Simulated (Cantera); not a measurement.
An adiabatic, constant-volume homogeneous reactor starts with CO : H2 : CH4 : O2 : N2 = 1 : 0.77 : 0.2 : 2.18 : 8.19 (molar parts), at 1675 K and 85000 Pa. Integrator tolerance rtol = 1e-08.

Cantera simulation using GRI-Mech 3.0 (53 species, 325 reactions); the numbers are that mechanism's predictions, not measurements.

Task: What does this change do: constant pressure in place of constant volume?

Result: 
```csv
quantity,before,after
time of steepest temperature rise,18.4 µs,18.5 µs
temperature at 2.00 s,2768 K,2651 K
equilibrium temperature,2768 K,2651 K
x(CO) at 2.00 s,0.0301 (gas-phase equilibrium 0.0301),0.0244 (gas-phase equilibrium 0.0244)
x(H2) at 2.00 s,0.00501 (gas-phase equilibrium 0.00501),0.00406 (gas-phase equilibrium 0.00406)
x(CH4) at 2.00 s,<1e-12 (gas-phase equilibrium <1e-12),<1e-12 (gas-phase equilibrium <1e-12)
x(CH2) at 2.00 s,<1e-12 (gas-phase equilibrium <1e-12),<1e-12 (gas-phase equilibrium <1e-12)
x(CH3) at 2.00 s,<1e-12 (gas-phase equilibrium <1e-12),<1e-12 (gas-phase equilibrium <1e-12)
```

Task: What does this change do: 0.51 parts CO2 added?

Result: 
| quantity | before | after |
|---|---|---|
| time of steepest temperature rise | 18.4 µs | 19.2 µs |
| temperature at 2.00 s | 2768 K | 2705 K |
| equilibrium temperature | 2768 K | 2705 K |
| x(CO) at 2.00 s | 0.0301 (gas-phase equilibrium 0.0301) | 0.0337 (gas-phase equilibrium 0.0337) |
| x(H2) at 2.00 s | 0.00501 (gas-phase equilibrium 0.00501) | 0.00386 (gas-phase equilibrium 0.00386) |
| x(CH4) at 2.00 s | <1e-12 (gas-phase equilibrium <1e-12) | <1e-12 (gas-phase equilibrium <1e-12) |
| x(CH2) at 2.00 s | <1e-12 (gas-phase equilibrium <1e-12) | <1e-12 (gas-phase equilibrium <1e-12) |
| x(CH3) at 2.00 s | <1e-12 (gas-phase equilibrium <1e-12) | <1e-12 (gas-phase equilibrium <1e-12) |
